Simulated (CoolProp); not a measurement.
Values from CoolProp's reference Helmholtz-energy equation of state, Schroeder 2014.

For ethanol, give the phase and the speed of sound (m/s), Joule-Thomson coefficient (K/MPa), isothermal compressibility (1/MPa), conductivity (mW/(m K)) at 133.85 °C and 285 kPa.


- 133.85 °C and 285 kPa: gas; speed of sound 277, Joule-Thomson coefficient 30.7, isothermal compressibility 3.68, conductivity 27.2

Thermal conductivity comes from a separate model (Assael 2013).
